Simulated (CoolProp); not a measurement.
Vapour-liquid equilibrium of R22 (1) + n-hexane (2) at 112 kPa; x and y are mole fractions of (1).

Model: multi-fluid Helmholtz-energy mixture model, Kamei 1995 and Thol 2019; pair parameters Bell 2016, in CoolProp.

| x | bubble temperature (K) | y at the bubble point | dew temperature at overall composition x (K) | liquid density (mol/L) |
|---|---|---|---|---|
| 0.05 | 305.5 | 0.757 | 343.4 | 7.710 |
| 0.2 | 262.7 | 0.974 | 337.9 | 8.872 |
| 0.35 | 250.1 | 0.990 | 331.6 | 9.851 |
| 0.5 | 244.5 | 0.994 | 324.1 | 10.91 |
| 0.65 | 241.2 | 0.996 | 314.6 | 12.13 |
| 0.8 | 238.5 | 0.997 | 301.0 | 13.62 |
| 0.95 | 235.6 | 0.999 | 273.2 | 15.48 |

No azeotrope shows between x = 0.05 and 0.95.

Pair parameters are fitted to limited data, so mixtures are less certain than the pure fluids. With so large a gap from Raoult's law the liquid may split in two, which this calculation doesn't test in full.
